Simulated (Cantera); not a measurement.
## Gas activation for diamond growth

An isothermal, constant-pressure homogeneous reactor starts with 1.38 % CH4, 98.6 % H2, at 1800 K and 2670 Pa.

Computed with Cantera and GRI-Mech 3.0 (53 species, 325 reactions). GRI-Mech 3.0 stops at C3 and has no aromatics, soot or wall deposition, so with more carbon than oxygen in the feed, carbon stays in small species such as C2H2 where larger ones or solid carbon would form. Radical loss at walls, strong at low pressure, is not modelled.

```tsv
t (s)	x CH4	x H2	x C2H6	x H	x C2H2	x CH3
3.00e-5	0.0138	0.986	<1e-12	1.24e-6	<1e-12	6.40e-7
7.05e-5	0.0138	0.986	1.57e-12	3.19e-6	<1e-12	1.23e-6
0.000166	0.0138	0.986	1.42e-11	7.85e-6	<1e-12	2.55e-6
0.000389	0.0138	0.986	1.27e-10	1.88e-5	4.92e-12	5.63e-6
0.000915	0.0138	0.986	1.00e-9	4.45e-5	1.52e-10	1.29e-5
0.00215	0.0138	0.986	6.51e-9	0.000105	5.18e-9	2.98e-5
0.00505	0.0137	0.986	3.53e-8	0.000246	1.91e-7	6.93e-5
0.0119	0.0136	0.986	1.56e-7	0.000566	6.09e-6	0.000158
0.0279	0.0132	0.985	4.71e-7	0.00119	0.000104	0.000322
0.0656	0.0118	0.985	6.61e-7	0.00180	0.000730	0.000434
0.154	0.00897	0.987	4.23e-7	0.00196	0.00218	0.000358
0.362	0.00556	0.988	1.70e-7	0.00204	0.00394	0.000230
0.851	0.00284	0.990	4.63e-8	0.00211	0.00534	0.000122
2.00	0.00128	0.990	9.77e-9	0.00216	0.00614	5.64e-5
```
x: mole fraction; the columns are a selection and need not sum to one.

Equilibrium at this temperature and pressure: CH4 0.000125, H2 0.991, C2H6 1.41e-10, H 0.00220, C2H2 0.00673, CH3 5.57e-6 (gas phase only).
